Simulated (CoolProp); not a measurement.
Sulfur hexafluoride along the isobar 70.8 bar: fugacity coefficient from the reference equation and from simpler models built on Tc = 318.7 K, pc = 37.55 bar, ω = 0.210; each cubic takes its own stable root.

Computed with CoolProp (reference Helmholtz-energy equation of state, Guder 2009).

```json
[
 {"T (K)": "239.3", "phase": "liquid", "reference": "0.07193"},
 {"T (K)": "264.4", "phase": "liquid", "reference": "0.1480"},
 {"T (K)": "289.4", "phase": "liquid", "reference": "0.2559"},
 {"T (K)": "314.5", "phase": "liquid", "reference": "0.3882"},
 {"T (K)": "339.5", "phase": "supercritical", "reference": "0.5257"},
 {"T (K)": "364.6", "phase": "supercritical", "reference": "0.6387"},
 {"T (K)": "389.7", "phase": "supercritical", "reference": "0.7179"},
 {"T (K)": "414.7", "phase": "supercritical", "reference": "0.7768"},
 {"T (K)": "439.8", "phase": "supercritical", "reference": "0.8229"},
 {"T (K)": "464.8", "phase": "supercritical", "reference": "0.8594"},
 {"T (K)": "489.9", "phase": "supercritical", "reference": "0.8891"},
 {"T (K)": "514.9", "phase": "supercritical", "reference": "0.9131"},
 {"T (K)": "540", "phase": "supercritical", "reference": "0.9330"},
 {"T (K)": "565", "phase": "supercritical", "reference": "0.9494"}
]
```

How far does each simpler model (van der Waals, Redlich-Kwong, Soave-Redlich-Kwong) lie from the reference over these 14 states: mean and median of the absolute difference, and the worst?


- van der Waals: mean 24.1 %, median 6.4 %, worst +154.4 % at 239.3 K and 70.8 bar
- Redlich-Kwong: mean 7.5 %, median 4.0 %, worst +33.7 % at 239.3 K and 70.8 bar
- Soave-Redlich-Kwong: mean 1.9 %, median 1.6 %, worst +3.6 % at 264.4 K and 70.8 bar
